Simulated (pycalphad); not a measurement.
CALPHAD calculation (pycalphad, COST 507 light-alloy database (1999)), 1 atm. The data set is of 1999 and partly superseded. Diffusion is slow at the low end, where real alloys seldom reach equilibrium.

**Question.** How does the equilibrium phase assembly of Fe-8.1Si (at.%) change on cooling from 2250 K to 530 K?

**Answer.** 
| T (K) | phases above | phases below |
|---|---|---|
| 1739.6 | LIQUID | BCC_A2 + LIQUID |
| 1716.4 | BCC_A2 + LIQUID | BCC_A2 |
| 750.3 | BCC_A2 | BCC_B2 |
Changes were sought between steps of 40 K, so a narrower field can be missed.

BCC_A2 is bcc; BCC_B2 is ordered bcc (B2).
